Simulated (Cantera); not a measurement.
Feed: 1 mol Si3N4, 0.003 mol O2, 3.8 mol N2, equilibrated at 1 atm.

Cantera equilibrium calculation (NASA polynomials, part measured and part estimated; ideal gas, pure solids and liquids). Candidate condensed phases: Si, SiO2, Si2N2O, Si3N4; 16 gas species. The numbers say what is thermodynamically allowed, not how fast it happens. All values below are at 700 °C.

Base state: N2 1.00 (mole fractions); condensed: Si2N2O(s) + Si3N4(s).

Q: What changes in the equilibrium state with this change: Si3N4 replaced by SiC?

A: 
| species | before | after |
|---|---|---|
| N2 | 1.00 | 1.00 |
| Si2N2O(s), mol | 0.00600 | 0.00600 |
| Si3N4(s), mol | 0.996 | 0.329 |
| C(graphite), mol | 0 | 1.00 |
N2 is the only nitrogen source here; it is nearly inert below about 1500 K, so the nitride shown seldom forms there in practice. Further candidate phases: C, SiC.
